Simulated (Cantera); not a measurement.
Feed: 1 mol FeS2, 2.2 mol H2S, 0.66 mol H2O, at 1298 K and 16.5 Torr.

Cantera equilibrium calculation (NASA polynomials, part measured and part estimated; ideal gas, pure solids and liquids). Candidate condensed phases: Fe, FeO, Fe(OH)2, Fe(OH)3, FeS, FeSO4, FeS2, Fe2O3, Fe2(SO4)3, Fe3O4, H2O, H2SO4, S; 22 gas species. FeS: taken at fixed stoichiometry. Gases not in the tables: S3 to S7. Rates play no part.

Base state: H2 0.298, S2 0.274, H2S 0.260, H2O 0.166, SH 0.00183, SO2 0.000420, S2O 0.000157, SO 7.28e-5 (mole fractions); condensed: FeS(s).

Problem. What changes in the equilibrium state with this change: temperature from 1298 K to 1550 K?

Solution. 
| species | before | after |
|---|---|---|
| H2 | 0.298 | 0.417 |
| S2 | 0.274 | 0.321 |
| H2O | 0.166 | 0.151 |
| H2S | 0.260 | 0.101 |
| H | 3.94e-6 | 0.000137 |
| S | 9.59e-6 | 0.000272 |
| SO | 7.28e-5 | 0.000900 |
| SH | 0.00183 | 0.00718 |
| SO2 | 0.000420 | 0.00153 |
| FeS(s), mol | 1.00 | 0 |
| FeS(l), mol | 0 | 1.000 |
